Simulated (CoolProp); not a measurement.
Computed with CoolProp (reference Helmholtz-energy equation of state, de Reuck 1990).

### Question
For fluorine, give the phase and the speed of sound (m/s) at -128.15 °C and 0.101 MPa; -95.25 °C and 0.101 MPa; -62.25 °C and 0.101 MPa.

### Answer
- -128.15 °C and 0.101 MPa: gas; speed of sound 210
- -95.25 °C and 0.101 MPa: gas; speed of sound 233
- -62.25 °C and 0.101 MPa: gas; speed of sound 253
